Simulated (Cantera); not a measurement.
**Adiabatic ignition**

An adiabatic, constant-volume homogeneous reactor starts with 8.53 % CH4, 0.333 % H2, 19.1 % O2, 72.0 % N2, equivalence ratio 0.90, at 998 K and 47000 Pa.

Computed with Cantera and GRI-Mech 3.0 (53 species, 325 reactions). Below about 1000 K GRI-Mech 3.0 lacks low-temperature oxidation paths.

| t (s) | T (K) | P (bar) | x CH4 | x H2 | x O2 | x O | x H |
|---|---|---|---|---|---|---|---|
| 7.00e-6 | 998 | 0.470 | 0.0853 | 0.00333 | 0.191 | <1e-12 | <1e-12 |
| 1.72e-5 | 998 | 0.470 | 0.0853 | 0.00333 | 0.191 | <1e-12 | 1.18e-12 |
| 4.21e-5 | 998 | 0.470 | 0.0853 | 0.00333 | 0.191 | <1e-12 | 1.36e-12 |
| 0.000103 | 998 | 0.470 | 0.0853 | 0.00333 | 0.191 | <1e-12 | 1.67e-12 |
| 0.000253 | 998 | 0.470 | 0.0853 | 0.00333 | 0.191 | <1e-12 | 2.44e-12 |
| 0.000622 | 998 | 0.470 | 0.0853 | 0.00333 | 0.191 | 1.19e-12 | 4.39e-12 |
| 0.00153 | 998 | 0.470 | 0.0853 | 0.00333 | 0.191 | 2.65e-12 | 9.62e-12 |
| 0.00374 | 998 | 0.470 | 0.0853 | 0.00333 | 0.191 | 7.14e-12 | 2.57e-11 |
| 0.00918 | 998 | 0.470 | 0.0853 | 0.00333 | 0.191 | 2.63e-11 | 9.43e-11 |
| 0.0225 | 998 | 0.470 | 0.0853 | 0.00333 | 0.191 | 1.95e-10 | 7.05e-10 |
| 0.0552 | 998 | 0.470 | 0.0853 | 0.00332 | 0.191 | 9.31e-10 | 3.41e-9 |
| 0.135 | 999 | 0.470 | 0.0852 | 0.00331 | 0.191 | 1.09e-9 | 4.03e-9 |
| 0.332 | 1001 | 0.471 | 0.0850 | 0.00328 | 0.191 | 1.58e-9 | 6.02e-9 |
| 0.815 | 1031 | 0.486 | 0.0816 | 0.00373 | 0.188 | 1.69e-8 | 7.58e-8 |
| 2.00 | 2674 | 1.29 | <1e-12 | 0.0105 | 0.0265 | 0.00465 | 0.00468 |
x: mole fraction; the columns are a selection and need not sum to one.

```
Item                                                               Value
---------------------------------  -------------------------------------
time of steepest temperature rise                                0.876 s
temperature at 2.00 s                                             2674 K
equilibrium temperature                                           2674 K
x(CH4) at 2.00 s                   <1e-12 (gas-phase equilibrium <1e-12)
x(H2) at 2.00 s                    0.0105 (gas-phase equilibrium 0.0105)
x(O2) at 2.00 s                    0.0265 (gas-phase equilibrium 0.0265)
```
